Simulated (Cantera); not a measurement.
**Ignition delay**

Mixture: CO : H2 : CH4 : O2 : N2 = 1 : 0.19 : 0.1 : 1.3 : 4.9 (molar parts), equivalence ratio 0.61, at 13.0 bar, adiabatic and at constant pressure. Ignition delay is the time to a rise of 400 K.

Detailed kinetics in Cantera: GRI-Mech 3.0 (53 species, 325 reactions). The pressure lies above the range GRI-Mech 3.0 was tuned for (to about 10 atm). Where the delays flatten at high temperature, the 400 K rule measures the pace of heat release, not the induction time.

```csv
T0 (K),delay (ms)
1173,0.174
1248,0.0590
1323,0.0250
1398,0.0127
1473,0.00757
1548,0.00511
1623,0.00380
1698,0.00303
1773,0.00253
```

```yaml
apparent activation energy between 1623 and 1773 K: 65 kJ/mol
```
